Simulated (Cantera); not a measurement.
Charge: 1 mol Ti, 3.1 mol O₂, 16 mol H₂, at 78.0 Pa.

These are equilibrium values from Cantera (NASA tables, ideal gas, pure condensed phases), not measurements of a reactor. Candidate condensed phases: H₂O, Ti, TiO, TiO₂, Ti₂O₃, Ti₃O₅, Ti₄O₇; 12 gas species. Kinetics and transport are ignored. All values below are at 977 °C.

Base state: H₂ 0.737, H₂O 0.262, H 1.49e-5 (mole fractions); condensed: TiO₂(rutile).

### Question
What changes in the equilibrium state with this change: O₂ from 3.1 to 0.55 mol?

### Answer
| species | before | after |
|---|---|---|
| H₂ | 0.737 | 1.000 |
| H | 1.49e-5 | 1.73e-5 |
| H₂O | 0.262 | 4.45e-7 |
| TiO₂(rutile), mol | 1.00 | 0 |
| TiO(s), mol | 0 | 0.800 |
| Ti₂O₃(s), mol | 0 | 0.1000 |
Mutual solubility and eutectic melting of coexisting phases are not modelled. TiO: taken at fixed stoichiometry.
